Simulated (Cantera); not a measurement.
Feed: 1 mol SiC, a varied amount of O₂, 170 mol N₂, 0.016 mol N₂O, held at 1052 °C and 0.100 bar.

Method: chemical equilibrium by Gibbs-energy minimisation in Cantera with the NASA 1993 tables (ideal gas, pure condensed phases). Candidate condensed phases: C, Si, SiC, SiO₂, Si₂N₂O, Si₃N₄; 34 gas species. Mutual solubility and eutectic melting of coexisting phases are not modelled. The tables hold silica as quartz up to 1696 K and as liquid above; real silica turns to tridymite and cristobalite and melts near 1996 K. Rates play no part.

x: gas mole fraction; n: condensed amount in mol.

```json
[
 {"n(O₂) (mol)": "0.22", "x N₂": "1.000", "x CO": "1.29e-5", "x CO₂": "<1e-12", "x O₂": "<1e-12", "x NO": "<1e-12", "x SiO": "(withheld)", "x O": "<1e-12", "n C(graphite)": "0.998", "n Si₂N₂O(s)": "0.454", "n Si₃N₄(s)": "0.0308", "n SiO₂(β-quartz)": "0"},
 {"n(O₂) (mol)": "0.27", "x N₂": "1.000", "x CO": "0.000330", "x CO₂": "4.21e-11", "x O₂": "<1e-12", "x NO": "<1e-12", "x SiO": "(withheld)", "x O": "<1e-12", "n C(graphite)": "0.944", "n Si₂N₂O(s)": "0.500", "n Si₃N₄(s)": "0", "n SiO₂(β-quartz)": "0"},
 {"n(O₂) (mol)": "0.33", "x N₂": "0.999", "x CO": "0.00104", "x CO₂": "4.15e-10", "x O₂": "<1e-12", "x NO": "<1e-12", "x SiO": "(withheld)", "x O": "<1e-12", "n C(graphite)": "0.824", "n Si₂N₂O(s)": "0.500", "n Si₃N₄(s)": "0", "n SiO₂(β-quartz)": "0"},
 {"n(O₂) (mol)": "0.41", "x N₂": "0.998", "x CO": "0.00198", "x CO₂": "1.51e-9", "x O₂": "<1e-12", "x NO": "<1e-12", "x SiO": "(withheld)", "x O": "<1e-12", "n C(graphite)": "0.664", "n Si₂N₂O(s)": "0.500", "n Si₃N₄(s)": "0", "n SiO₂(β-quartz)": "0"},
 {"n(O₂) (mol)": "0.5", "x N₂": "0.997", "x CO": "0.00303", "x CO₂": "3.56e-9", "x O₂": "<1e-12", "x NO": "<1e-12", "x SiO": "(withheld)", "x O": "<1e-12", "n C(graphite)": "0.484", "n Si₂N₂O(s)": "0.500", "n Si₃N₄(s)": "0", "n SiO₂(β-quartz)": "0"},
 {"n(O₂) (mol)": "0.62", "x N₂": "0.996", "x CO": "0.00444", "x CO₂": "7.61e-9", "x O₂": "<1e-12", "x NO": "<1e-12", "x SiO": "(withheld)", "x O": "<1e-12", "n C(graphite)": "0.244", "n Si₂N₂O(s)": "0.500", "n Si₃N₄(s)": "0", "n SiO₂(β-quartz)": "0"},
 {"n(O₂) (mol)": "0.77", "x N₂": "0.994", "x CO": "0.00586", "x CO₂": "7.35e-7", "x O₂": "<1e-12", "x NO": "<1e-12", "x SiO": "2.33e-7", "x O": "<1e-12", "n C(graphite)": "0", "n Si₂N₂O(s)": "0.481", "n Si₃N₄(s)": "0", "n SiO₂(β-quartz)": "0.0372"},
 {"n(O₂) (mol)": "0.95", "x N₂": "0.994", "x CO": "0.00586", "x CO₂": "7.35e-7", "x O₂": "<1e-12", "x NO": "<1e-12", "x SiO": "2.33e-7", "x O": "<1e-12", "n C(graphite)": "0", "n Si₂N₂O(s)": "0.361", "n Si₃N₄(s)": "0", "n SiO₂(β-quartz)": "0.277"},
 {"n(O₂) (mol)": "1.2", "x N₂": "0.994", "x CO": "0.00585", "x CO₂": "7.34e-7", "x O₂": "<1e-12", "x NO": "<1e-12", "x SiO": "2.33e-7", "x O": "<1e-12", "n C(graphite)": "0", "n Si₂N₂O(s)": "0.195", "n Si₃N₄(s)": "0", "n SiO₂(β-quartz)": "0.611"},
 {"n(O₂) (mol)": "1.4", "x N₂": "0.994", "x CO": "0.00585", "x CO₂": "7.33e-7", "x O₂": "<1e-12", "x NO": "<1e-12", "x SiO": "2.33e-7", "x O": "<1e-12", "n C(graphite)": "0", "n Si₂N₂O(s)": "0.0614", "n Si₃N₄(s)": "0", "n SiO₂(β-quartz)": "0.877"},
 {"n(O₂) (mol)": "1.8", "x N₂": "0.994", "x CO": "0.00225", "x CO₂": "0.00360", "x O₂": "1.61e-12", "x NO": "1.44e-9", "x SiO": "(withheld)", "x O": "1.10e-12", "n C(graphite)": "0", "n Si₂N₂O(s)": "0", "n Si₃N₄(s)": "0", "n SiO₂(β-quartz)": "1.00"},
 {"n(O₂) (mol)": "2.2", "x N₂": "0.993", "x CO": "1.34e-7", "x CO₂": "0.00584", "x O₂": "0.00120", "x NO": "3.93e-5", "x SiO": "<1e-12", "x O": "3.01e-8", "n C(graphite)": "0", "n Si₂N₂O(s)": "0", "n Si₃N₄(s)": "0", "n SiO₂(β-quartz)": "1.00"},
 {"n(O₂) (mol)": "2.7", "x N₂": "0.990", "x CO": "7.20e-8", "x CO₂": "0.00582", "x O₂": "0.00409", "x NO": "7.26e-5", "x SiO": "<1e-12", "x O": "5.57e-8", "n C(graphite)": "0", "n Si₂N₂O(s)": "0", "n Si₃N₄(s)": "0", "n SiO₂(β-quartz)": "1.00"}
]
```

Task: Complete the blanks.

Result: 
- 0.22, x SiO: 1.46e-9
- 0.27, x SiO: 7.42e-9
- 0.33, x SiO: 1.32e-8
- 0.41, x SiO: 1.82e-8
- 0.5, x SiO: 2.25e-8
- 0.62, x SiO: 2.73e-8
- 1.8, x SiO: 1.82e-11
